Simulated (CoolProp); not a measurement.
Ethylene at several states: density (kg/m³) from the reference equation and from simpler models built on Tc = 282.4 K, pc = 5.042 MPa, ω = 0.087; each cubic takes its own stable root.

The numbers come from the reference Helmholtz-energy equation of state, Smukala 2000 in CoolProp.

```
T (K)  p (MPa)   phase  reference
-----  -------  ------  ---------
208.1      3.8  liquid      513.6
161.1     6.46  liquid      585.0
232.3     2.01  liquid      464.7
158.8    0.245  liquid      582.7
308.6    0.205     gas      2.265
```

Q: How far does each simpler model (Redlich-Kwong, Peng-Robinson) lie from the reference over these 5 states: mean and median of the absolute difference, and the worst?

A: 
- Redlich-Kwong: mean 4.1 %, median 3.4 %, worst -8.4 % at 232.3 K and 2.01 MPa
- Peng-Robinson: mean 6.3 %, median 8.1 %, worst +9.0 % at 161.1 K and 6.46 MPa
